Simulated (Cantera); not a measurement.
Feed: 1 mol Fe(CO)5, 9.4 mol H2, 41 mol N2, held at 1048 K and 13.3 mbar.

Equilibrium computed with Cantera from the NASA thermochemical tables; the gas is ideal and each condensed phase is pure. Candidate condensed phases: C, C6H6, C7H8, C8H18, Fe, Fe(CO)5, FeO, Fe(OH)2, Fe(OH)3, Fe2O3, Fe3O4, H2O; 140 gas species. Condensed phases not in the tables: cementite and carbon dissolved in iron. Rates play no part.

Base state: N2 0.740, H2 0.170, CO 0.0902, H2O 3.81e-5, CO2 2.41e-5, CH4 2.24e-5 (mole fractions); condensed: C(graphite) + Fe(α).

Q: What changes in the equilibrium state with this change: Fe(CO)5 replaced by HgO?

A: 
```
species            before   after
----------------  -------  ------
N2                  0.740   0.798
H2                  0.170   0.163
Hg                      0  0.0195
CO                 0.0902       0
H2O               3.81e-5  0.0195
CO2               2.41e-5       0
CH4               2.24e-5       0
C(graphite), mol  0.00199       0
Fe(α), mol           1.00       0
```
Further candidate phases: Hg, HgO.
